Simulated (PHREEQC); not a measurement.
Solution (20 °C and 50 atm): 18 mmol/kgw HF, 0.78 mmol/kgw NH4HF2, 12 mmol/kgw H2SiF6 and 36 mmol/kgw HCl. It is in equilibrium with CO2 at log p = -3.4 (atm). Otherwise closed; pH follows from the charge balance.

Model: ion-association model, phreeqc.dat, run in PHREEQC.

Each row changes one thing in this solution. No solid was allowed to form.

| case | pH | ionic strength (mol/kgw) | HF (mol/kgw) | F- (mol/kgw) | HF2- (mol/kgw) | H4SiO4 (mol/kgw) | SI of Quartz (SiO2) |
|---|---|---|---|---|---|---|---|
| as made | 1.30 | 0.0724 | 0.0191 | 0.000370 | 2.54e-5 | 6.10e-7 | -2.16 |
| temperature from 20 to 90 °C | 1.36 | 0.0620 | 0.0399 | 0.000225 | 3.63e-5 | ? | +0.73 |
| H2SiF6 from 0.012 to 0.06 mol/kgw | 0.91 | 0.216 | 0.0194 | 0.000176 | 1.22e-5 | ? | -0.95 |
| temperature from 20 to 15 °C | 1.30 | 0.0724 | 0.0191 | 0.000401 | 2.63e-5 | 2.28e-7 | -2.51 |
| diluted 2-fold with water | 1.58 | 0.0363 | 0.00947 | 0.000330 | 1.13e-5 | ? | ? |
| NH4HF2 from 0.00078 to 0.00117 mol/kgw | 1.30 | 0.0724 | ? | 0.000387 | 2.77e-5 | 4.77e-7 | -2.26 |

Question: What belongs in the gaps?

Answer: 
- temperature from 20 to 90 °C, H4SiO4 (mol/kgw): 0.00343
- H2SiF6 from 0.012 to 0.06 mol/kgw, H4SiO4 (mol/kgw): 9.40e-6
- diluted 2-fold with water, H4SiO4 (mol/kgw): 7.22e-6
- diluted 2-fold with water, SI of Quartz (SiO2): -1.09
- NH4HF2 from 0.00078 to 0.00117 mol/kgw, HF (mol/kgw): 0.0199

Species that the database lacks are ignored. Some of these states are supersaturated (in Quartz (slow to form), Chalcedony (slow to form), for instance). Under pressure, the constants of complexes without a molar volume in the database are unreliable. Constants without temperature data keep their 25 °C values here. SiF6-2 is the database's only silicon fluoride.
